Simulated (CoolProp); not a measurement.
A single-stage vapour-compression cycle with the fluid: evaporating at 251.15 K (dew point), condensing at 272.15 K (bubble point), superheat 2 K, subcooling 5 K, compressor efficiency 0.6, no pressure losses. The same conditions are run with several fluids, on thermodynamics alone (safety and materials aside).

Computed with CoolProp (reference Helmholtz-energy equation of state of each fluid (ethylene: Smukala 2000; carbon dioxide: Span 1996; R22: Kamei 1995; nitrous oxide: Lemmon 2006; cis-2-butene: Lemmon 2005; C3F8 (R218): Lemmon 2006)).

Problem. Rank ethylene, carbon dioxide, R22, nitrous oxide, cis-2-butene, C3F8 (R218) by cooling COP, highest first.

Solution. cis-2-butene (6.91), R22 (6.76), C3F8 (R218) (6.58), nitrous oxide (6.18), carbon dioxide (6.06), ethylene (5.32)

```csv
fluid,pressure ratio,discharge temperature (K),refrigerating effect (kJ/kg),volumetric capacity (kJ/m³)
ethylene,1.67,294.7,250,11400
carbon dioxide,1.83,308.2,254,12100
R22,2.12,304.1,204,2030
nitrous oxide,1.80,305.3,250,10800
cis-2-butene,2.50,297.6,407,373
C3F8 (R218),2.12,274.2,84.5,1550
```
